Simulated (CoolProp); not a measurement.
Saturation properties of CH2F2 (R32).

The numbers come from the reference Helmholtz-energy equation of state, Tillner-Roth 1997 in CoolProp.

| T (K) | p (MPa) | liquid density (kg/m³) | vapour density (kg/m³) | surface tension (mN/m) | liquid viscosity (µPa s) | vapour viscosity (µPa s) |
|---|---|---|---|---|---|---|
| 175.3 | 0.004615 | 1334 | 0.1657 | 30.2 | 655 | 7.75 |
| 192.1 | 0.01733 | 1291 | 0.5720 | 26.7 | 476 | 8.52 |
| 208.9 | 0.05099 | 1247 | 1.570 | 23.2 | 361 | 9.28 |
| 225.7 | 0.1249 | 1201 | 3.639 | 19.8 | 283 | 10.1 |
| 242.6 | 0.2673 | 1153 | 7.475 | 16.6 | 225 | 10.9 |
| 259.4 | 0.5105 | 1101 | 13.94 | 13.4 | 181 | 11.7 |
| 276.2 | 0.8955 | 1045 | 24.35 | 10.4 | 147 | 12.5 |
| 293 | 1.468 | 982.0 | 40.67 | 7.62 | 119 | 13.4 |
| 309.9 | 2.288 | 908.8 | 66.65 | 4.97 | 96.0 | 14.6 |

It boils at 221.5 K under 1 atm.

Viscosity comes from a separate model (Bell 2016), an estimate that may be off by 10 % or more. Surface tension comes from a separate correlation (Mulero 2012).
